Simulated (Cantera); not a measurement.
Silicon nitride deposition: trisilylamine + N₂

Charge: 1 mol trisilylamine, 0.84 mol N₂, held at 1623.15 K and 0.0270 bar.

Cantera equilibrium calculation (NASA polynomials, part measured and part estimated; ideal gas, pure solids and liquids). Candidate condensed phases: Si, Si₃N₄; 18 gas species. The feed counts by its element totals alone. Mutual solubility and eutectic melting of coexisting phases are not modelled. The numbers say what is thermodynamically allowed, not how fast it happens.

| Quantity | Result |
|---|---|
| x(H₂) | 0.983 |
| x(N₂) | 0.0164 |
| x(H) | 0.000418 |
| x(SiH₂) | 6.37e-6 |
| x(Si) | 5.81e-6 |
| x(SiH) | 1.90e-6 |
| n(Si(s)) | 1.10 mol |
| n(Si₃N₄(s)) | 0.632 mol |
| gas amount | 4.576 mol |
